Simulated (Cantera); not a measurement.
An isothermal, constant-pressure homogeneous reactor starts with NO : N2 = 1 : 0.26 (molar parts), at 1775 K and 0.987 atm. Integrator tolerance rtol = 1e-08.

Cantera simulation using GRI-Mech 3.0 (53 species, 325 reactions); the numbers are that mechanism's predictions, not measurements.

Task: What does this change do: temperature 1775 to 1450 K?

Result: 
| quantity | before | after |
|---|---|---|
| x(NO) at 90.0 s | 0.0110 (gas-phase equilibrium 0.00458) | 0.473 (gas-phase equilibrium 0.00115) |
| x(O) at 90.0 s | 6.03e-5 (gas-phase equilibrium 6.05e-5) | 8.15e-7 (gas-phase equilibrium 1.27e-6) |
| x(N2) at 90.0 s | 0.598 (gas-phase equilibrium 0.601) | 0.366 (gas-phase equilibrium 0.603) |
| x(NO2) at 90.0 s | 3.95e-5 (gas-phase equilibrium 1.66e-5) | 0.00257 (gas-phase equilibrium 9.85e-6) |
| x(O2) at 90.0 s | 0.391 (gas-phase equilibrium 0.394) | 0.158 (gas-phase equilibrium 0.396) |
| x(N2O) at 90.0 s | 2.67e-7 (gas-phase equilibrium 2.31e-7) | 7.10e-5 (gas-phase equilibrium 6.25e-8) |

Task: What does this change do: pressure from 0.987 atm to 0.296 atm?

Result: 
```tsv
quantity	before	after
x(NO) at 90.0 s	0.0110 (gas-phase equilibrium 0.00458)	0.0335 (gas-phase equilibrium 0.00458)
x(O) at 90.0 s	6.03e-5 (gas-phase equilibrium 6.05e-5)	0.000108 (gas-phase equilibrium 0.000110)
x(N2) at 90.0 s	0.598 (gas-phase equilibrium 0.601)	0.586 (gas-phase equilibrium 0.601)
x(NO2) at 90.0 s	3.95e-5 (gas-phase equilibrium 1.66e-5)	6.52e-5 (gas-phase equilibrium 9.08e-6)
x(O2) at 90.0 s	0.391 (gas-phase equilibrium 0.394)	0.380 (gas-phase equilibrium 0.394)
x(N2O) at 90.0 s	2.67e-7 (gas-phase equilibrium 2.31e-7)	5.06e-7 (gas-phase equilibrium 1.26e-7)
```
